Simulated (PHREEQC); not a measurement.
# Alkaline etch or developer (model solution)

Consider water at 20 °C with 2 mmol/kgw LiOH and 0.27 mmol/kgw Na2SiO3. Closed to the air; pH follows from the charge balance.

All values are PHREEQC results (ion-association model, wateq4f.dat), not measurements.

Each row changes one thing in this solution. Precipitation was switched off in this run.

```json
[
 {"case": "as made", "pH": "11.50", "ionic strength (mol/kgw)": "0.00254"},
 {"case": "diluted 10-fold with water", "pH": "[?]", "ionic strength (mol/kgw)": "0.000254"},
 {"case": "diluted 2-fold with water", "pH": "[?]", "ionic strength (mol/kgw)": "0.00127"},
 {"case": "Na2SiO3 left out", "pH": "[?]", "ionic strength (mol/kgw)": "0.00200"},
 {"case": "Na2SiO3 from 0.00027 to 0.000405 mol/kgw", "pH": "[?]", "ionic strength (mol/kgw)": "0.00282"}
]
```

Task: Complete the blanks.

Result: 
- diluted 10-fold with water, pH: 10.53
- diluted 2-fold with water, pH: 11.21
- Na2SiO3 left out, pH: 11.45
- Na2SiO3 from 0.00027 to 0.000405 mol/kgw, pH: 11.52
